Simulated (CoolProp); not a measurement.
Vapour-liquid equilibrium of propylene (1) + R125 (2) at -61.05 °C; x and y are mole fractions of (1).

Computed with CoolProp (multi-fluid Helmholtz-energy mixture model, Lemmon 2013 and Lemmon 2005; pair parameters Bell 2016).

### Question
Give the bubble pressure and the first vapour's composition at x = 0.2, 0.35, 0.575. Is there an azeotrope?

### Answer
x = 0.2: 68.19 kPa, y = 0.363; x = 0.35: 72.08 kPa, y = 0.454; x = 0.575: 72.98 kPa, y = 0.535. y crosses x between x = 0.5 and 0.575: the model has an azeotrope there.

The pair parameters rest on a limited set of measurements; away from them the model extrapolates.
